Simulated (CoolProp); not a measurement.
Ammonia at 293.15 K and 0.329 MPa is throttled through a valve to 0.154 MPa with no heat exchange. Each further row changes one setting.

Model: reference Helmholtz-energy equation of state, Gao 2020, in CoolProp.

```csv
case,temperature change (K),final density (kg/m³)
as stated,?,?
outlet pressure 0.0462 MPa,-9.0,?
outlet pressure 0.2 MPa,?,?
```

### Question
Fill in the missing entries.

### Answer

- as stated, temperature change (K): -5.4
- as stated, final density (kg/m³): 1.12
- outlet pressure 0.0462 MPa, final density (kg/m³): 0.335
- outlet pressure 0.2 MPa, temperature change (K): -3.9
- outlet pressure 0.2 MPa, final density (kg/m³): 1.45
